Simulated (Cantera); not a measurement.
## Thermodynamics of oxide etching and cleaning by halides, feed CaO + HF + O2

Charge: 1 mol CaO, 4.6 mol HF, 18 mol O2, at 0.0488 Torr.

Equilibrium computed with Cantera from the NASA thermochemical tables; the gas is ideal and each condensed phase is pure. Candidate condensed phases: Ca, CaF2, CaO, Ca(OH)2, H2O; 29 gas species. Mutual solubility and eutectic melting of coexisting phases are not modelled. The numbers say what is thermodynamically allowed, not how fast it happens.

```json
[
 {"T (K)": "1023", "log p O2": "-4.27", "log p HF": "-5.11", "log p H2O": "-5.52", "log p CaF2": "-12.40", "log p O": "-11.64", "log p OH": "-9.91", "n CaF2(s)": "1.00", "n CaO(s)": "0"},
 {"T (K)": "1098", "log p O2": "-4.27", "log p HF": "-5.11", "log p H2O": "-5.52", "log p CaF2": "-10.93", "log p O": "-10.76", "log p OH": "-9.34", "n CaF2(s)": "1.000", "n CaO(s)": "0"},
 {"T (K)": "1173", "log p O2": "-4.27", "log p HF": "-5.11", "log p H2O": "-5.52", "log p CaF2": "-9.65", "log p O": "-9.99", "log p OH": "-8.84", "n CaF2(s)": "1.000", "n CaO(s)": "0"},
 {"T (K)": "1248", "log p O2": "-4.27", "log p HF": "-5.11", "log p H2O": "-5.52", "log p CaF2": "-8.53", "log p O": "-9.31", "log p OH": "-8.41", "n CaF2(s)": "0.999", "n CaO(s)": "0"},
 {"T (K)": "1323", "log p O2": "-4.27", "log p HF": "-5.11", "log p H2O": "-5.52", "log p CaF2": "-7.55", "log p O": "-8.71", "log p OH": "-8.02", "n CaF2(s)": "0.991", "n CaO(s)": "0"},
 {"T (K)": "1398", "log p O2": "-4.27", "log p HF": "-5.01", "log p H2O": "-5.72", "log p CaF2": "-6.68", "log p O": "-8.17", "log p OH": "-7.78", "n CaF2(s)": "0.579", "n CaO(s)": "0.351"},
 {"T (K)": "1473", "log p O2": "-4.29", "log p HF": "-4.95", "log p H2O": "-6.01", "log p CaF2": "-6.01", "log p O": "-7.70", "log p OH": "-7.62", "n CaF2(s)": "0", "n CaO(s)": "0.658"},
 {"T (K)": "1548", "log p O2": "-4.29", "log p HF": "-4.97", "log p H2O": "-5.92", "log p CaF2": "-5.91", "log p O": "-7.26", "log p OH": "-7.29", "n CaF2(s)": "0", "n CaO(s)": "0.571"},
 {"T (K)": "1623", "log p O2": "-4.29", "log p HF": "-4.99", "log p H2O": "-5.84", "log p CaF2": "-5.82", "log p O": "-6.86", "log p OH": "-7.00", "n CaF2(s)": "0", "n CaO(s)": "0.478"},
 {"T (K)": "1698", "log p O2": "-4.29", "log p HF": "-5.02", "log p H2O": "-5.78", "log p CaF2": "-5.75", "log p O": "-6.50", "log p OH": "-6.74", "n CaF2(s)": "0", "n CaO(s)": "0.381"},
 {"T (K)": "1773", "log p O2": "-4.29", "log p HF": "-5.04", "log p H2O": "-5.73", "log p CaF2": "-5.69", "log p O": "-6.17", "log p OH": "-6.50", "n CaF2(s)": "0", "n CaO(s)": "0.279"},
 {"T (K)": "1848", "log p O2": "-4.30", "log p HF": "-5.08", "log p H2O": "-5.69", "log p CaF2": "-5.63", "log p O": "-5.87", "log p OH": "-6.29", "n CaF2(s)": "0", "n CaO(s)": "0.172"},
 {"T (K)": "1923", "log p O2": "-4.31", "log p HF": "-5.12", "log p H2O": "-5.68", "log p CaF2": "-5.58", "log p O": "-5.60", "log p OH": "-6.11", "n CaF2(s)": "0", "n CaO(s)": "0.0568"}
]
```
log p: log10 of the partial pressure in bar; n: condensed amount in mol.

From 1023 K to 1323 K the condensed part is CaF2(s). At 1398 K the condensed part is CaF2(s) + CaO(s). From 1473 K to 1923 K the condensed part is CaO(s).
